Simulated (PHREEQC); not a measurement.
Synthetic water in mg/L, 33 °C, pH 6.13, pe 2.3: Na 1.26; K 1.6; Ca 0.903; Mg 0.36; Cl 1.81; S(6) as SO4 0.811; Alkalinity as HCO3 6.13; Ba 0.00682; N(-3) as NH4 0.00112; Si as SiO2 0.0844; Sr 0.0169; B 0.00398.

Cl is adjusted to close the charge balance.
Valence states are taken as typed.

All values are PHREEQC results (ion-association model, phreeqc.dat), not measurements.

```tsv
quantity	before	after
CO2 (mol/kgw)	0.000153	0.000154
HCO3- (mol/kgw)	0.000101	0.000101
CaSO4 (mol/kgw)	3.09e-8	3.94e-8
MgSO4 (mol/kgw)	3.09e-8	7.44e-8
CaHCO3+ (mol/kgw)	3.00e-8	3.84e-8
MgHCO3+ (mol/kgw)	1.70e-8	2.47e-8
SI of Quartz (SiO2)	-1.99	-2.50
```

Name the change that produced these shifts.
A. pH from 6.13 to 5.83 at the same alkalinity
B. all concentrations times 2 at the same typed pH
C. temperature from 33 to 75 °C at the same typed pH
D. K from 1.6 to 0.8 mg/L

C, temperature from 33 to 75 °C at the same typed pH

This is a speciation only: nothing precipitates in the calculation. At this temperature some constants are extrapolated from 25 °C, and those without enthalpy data are left unchanged.
